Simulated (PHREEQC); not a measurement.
## Copper plating or etch bath: an equilibrium model

Solution (20 °C): 0.015 mol/kgw Cu(NO3)2, 0.0024 mol/kgw H2SO4 and 9.1e-05 mol/kgw H3BO3. It is in equilibrium with CO2 at log p = -1 (atm). Otherwise closed; pH follows from the charge balance.

All values are PHREEQC results (ion-association model, wateq4f.dat), not measurements.

Each row changes one thing in this solution. No solid was allowed to form.

| case | pH | ionic strength (mol/kgw) | Cu+2 (mol/kgw) | CuHCO3+ (mol/kgw) | HCO3- (mol/kgw) | CuOH+ (mol/kgw) | SI of Tenorite (CuO) | SI of Cu(OH)2 (Cu(OH)2) |
|---|---|---|---|---|---|---|---|---|
| as made | 2.41 | 0.0484 | 0.0142 | 1.76e-6 | 5.02e-7 | 2.17e-8 | -5.15 | -6.17 |
| 0.0029 mol/kgw HBr added | 2.20 | 0.0513 | 0.0142 | 1.09e-6 | 3.14e-7 | 1.34e-8 | -5.57 | -6.59 |
| Cu(NO3)2 from 0.015 to 0.15 mol/kgw | 2.44 | 0.452 | 0.149 | 1.17e-5 | 6.36e-7 | 1.60e-7 | -4.35 | -5.37 |
| diluted 2-fold with water | 2.69 | 0.0245 | … | 1.90e-6 | 9.18e-7 | 2.33e-8 | -4.82 | -5.84 |
| H2SO4 left out | 4.04 | 0.0449 | 0.0149 | 8.10e-5 | 2.16e-5 | 9.99e-7 | -1.85 | -2.87 |
| H3BO3 left out | 2.41 | 0.0484 | 0.0142 | 1.76e-6 | 5.02e-7 | 2.17e-8 | -5.15 | -6.17 |
| H3BO3 replaced by Pb(BF4)2 at the same molality | 2.41 | 0.0485 | … | 1.77e-6 | 5.05e-7 | 2.18e-8 | -5.15 | -6.17 |
| H2SO4 from 0.0024 to 0.0036 mol/kgw | 2.24 | 0.0501 | 0.0138 | 1.17e-6 | 3.44e-7 | 1.44e-8 | -5.50 | -6.52 |
| diluted 100-fold with water | 4.15 | 0.000541 | 0.000148 | 1.57e-6 | 2.35e-5 | 1.92e-8 | -3.39 | -4.41 |

What belongs in the gaps?


- diluted 2-fold with water, Cu+2 (mol/kgw): 0.00715
- H3BO3 replaced by Pb(BF4)2 at the same molality, Cu+2 (mol/kgw): 0.0141

Some of these states are supersaturated (in Anglesite, for instance). Real BF4- forms and hydrolyses slowly; the run takes it at equilibrium.
